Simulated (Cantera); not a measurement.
## Diamond growth

A diamond (100) surface in a fixed gas of H2 with x(CH4) = 0.0059, x(CH3) = 3.1e-05, at 1150 K, 120 Torr; coverages are run to steady state.

Cantera simulation using the Harris–Goodwin 1993 mechanism for the reconstructed diamond (100) surface; the numbers are that mechanism's predictions, not measurements.

```tsv
x(H)	growth (µm/h)	θ c6HH	θ c6H*	θ c6*H	θ c6**	θ c6HM
0.0001	0.199	0.603	0.0254	0.360	0.00542	0.00313
0.00026	0.567	0.532	0.0297	0.421	0.0113	0.00375
0.00066	1.28	0.497	0.0317	0.449	0.0170	0.00363
0.0017	2.35	0.481	0.0326	0.461	0.0210	0.00272
0.0044	3.41	0.475	0.0330	0.466	0.0231	0.00156
0.011	4.09	0.473	0.0334	0.468	0.0240	0.000755
0.029	4.47	0.473	0.0341	0.468	0.0245	0.000314
0.075	4.66	0.472	0.0357	0.467	0.0250	0.000127
0.19	4.84	0.472	0.0395	0.463	0.0260	5.20e-5
```
θ: site fractions in the mechanism's names (c6HH fully hydrogenated, c6H* and c6*H radical sites, c6** diradical, c6HM methylated).
